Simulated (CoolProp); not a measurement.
Values from CoolProp's reference Helmholtz-energy equation of state, Wagner 2002.

Task: Give the vapour pressure (kPa), vapour Z, surface tension (mN/m), liquid viscosity (µPa s) of saturated water at 201.85, 208.45 °C.

Result: 
```tsv
T (°C)	p (kPa)	vapour Z	surface tension (mN/m)	liquid viscosity (µPa s)
201.85	1620	0.903	37.1	133
208.45	1850	0.894	35.5	129
```

Viscosity comes from a separate model (Huber 2009). Surface tension comes from a separate correlation (Mulero 2012).
